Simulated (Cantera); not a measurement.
Input: 1 mol SiH4, 0.0094 mol Cl2, 22 mol H2, at 1402 °C and 10.0 mbar.

These are equilibrium values from Cantera (NASA tables, ideal gas, pure condensed phases), not measurements of a reactor. Gases not in the tables: Si2H6 and higher silanes. The numbers say what is thermodynamically allowed, not how fast it happens.

```json
[
 {"species": "H2", "before": "0.998", "after": "0.999"},
 {"species": "HCl", "before": "0.000777", "after": "0.000778"},
 {"species": "H", "before": "0.00116", "after": "0.000115"},
 {"species": "Si", "before": "4.34e-5", "after": "4.28e-7"},
 {"species": "SiH2", "before": "1.12e-5", "after": "1.12e-5"},
 {"species": "Si(s), mol", "before": "0.998", "after": "1.000"}
]
```
Gas species are given as mole fractions.

Which change was made?
(A) pressure from 10.0 mbar to 1 atm
(B) Cl2 from 0.0094 to 0.021 mol
(C) SiH4 replaced by SiHCl3
(D) SiH4 replaced by SiH2Cl2

A, pressure from 10.0 mbar to 1 atm
